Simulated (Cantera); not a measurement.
A closed system holds: 1 mol B2O3, 14 mol H2O, 0.28 mol H2, 0.38 mol N2, equilibrated at 1148.15 K and 28.0 Pa.

Method: chemical equilibrium by Gibbs-energy minimisation in Cantera with the NASA 1993 tables (ideal gas, pure condensed phases). Gases not in the tables: H3BO3. Kinetics and transport are ignored.

```json
[
 {"species": "H2O", "before": "0.933", "after": "0.431"},
 {"species": "H", "before": "5.90e-7", "after": "0.144"},
 {"species": "H2", "before": "0.0189", "after": "0.141"},
 {"species": "O2", "before": "<1e-9", "after": "0.0580"},
 {"species": "O", "before": "<1e-9", "after": "0.0450"},
 {"species": "BO2", "before": "5.34e-9", "after": "0.0139"},
 {"species": "OH", "before": "1.74e-7", "after": "0.0636"},
 {"species": "HBO2", "before": "0.0221", "after": "0.0784"},
 {"species": "N2", "before": "0.0256", "after": "0.0185"},
 {"species": "BO", "before": "<1e-9", "after": "0.00347"},
 {"species": "NO", "before": "<1e-9", "after": "0.00107"},
 {"species": "(HBO2)3", "before": "0.000216", "after": "<1e-9"},
 {"species": "HBO", "before": "1.40e-8", "after": "0.000285"},
 {"species": "B2O3", "before": "5.56e-6", "after": "0.00205"},
 {"species": "B2O3(l), mol", "before": "0.831", "after": "0"}
]
```
Gas species are given as mole fractions.

Problem. What was changed between the two runs?
(A) temperature from 1148.15 K to 2223.15 K
(B) pressure from 28.0 Pa to 440 Pa
(C) pressure from 28.0 Pa to 65.0 Pa
(D) pressure from 28.0 Pa to 57.0 Pa

Solution. A, temperature from 1148.15 K to 2223.15 K
